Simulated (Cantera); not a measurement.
An isothermal, constant-pressure homogeneous reactor starts with C₂H₄ : H₂ = 1 : 49 (molar parts), at 1750 K and 2670 Pa. Integrator tolerance rtol = 1e-08.

Cantera simulation using GRI-Mech 3.0 (53 species, 325 reactions); the numbers are that mechanism's predictions, not measurements. GRI-Mech 3.0 was tuned for natural gas; its chemistry of ethylene as a main component is partial and can be far from experiment. GRI-Mech 3.0 stops at C3 and has no aromatics, soot or wall deposition, so with more carbon than oxygen in the feed, carbon stays in small species such as C2H2 where larger ones or solid carbon would form. Radical loss at walls, strong at low pressure, is not modelled.

Question: What does this change do: C2H4 1 to 2.2 parts?

Answer: 
| quantity | before | after |
|---|---|---|
| x(C₂H₄) at 1.00 s | 1.71e-5 (gas-phase equilibrium 1.68e-5) | 3.48e-5 (gas-phase equilibrium 3.46e-5) |
| x(H₂) at 1.00 s | 0.979 (gas-phase equilibrium 0.979) | 0.957 (gas-phase equilibrium 0.957) |
| x(C₂H₂) at 1.00 s | 0.0196 (gas-phase equilibrium 0.0194) | 0.0411 (gas-phase equilibrium 0.0409) |
| x(CH₄) at 1.00 s | 1.32e-5 (gas-phase equilibrium 0.000304) | 3.54e-5 (gas-phase equilibrium 0.000427) |
| x(H) at 1.00 s | 0.00134 (gas-phase equilibrium 0.00142) | 0.00140 (gas-phase equilibrium 0.00140) |

Question: What does this change do: H2 49 to 230 parts?

Answer: 
| quantity | before | after |
|---|---|---|
| x(C₂H₄) at 1.00 s | 1.71e-5 (gas-phase equilibrium 1.68e-5) | 4.19e-6 (gas-phase equilibrium 3.72e-6) |
| x(H₂) at 1.00 s | 0.979 (gas-phase equilibrium 0.979) | 0.995 (gas-phase equilibrium 0.994) |
| x(C₂H₂) at 1.00 s | 0.0196 (gas-phase equilibrium 0.0194) | 0.00430 (gas-phase equilibrium 0.00423) |
| x(CH₄) at 1.00 s | 1.32e-5 (gas-phase equilibrium 0.000304) | 1.13e-6 (gas-phase equilibrium 0.000145) |
| x(H) at 1.00 s | 0.00134 (gas-phase equilibrium 0.00142) | 0.000637 (gas-phase equilibrium 0.00143) |
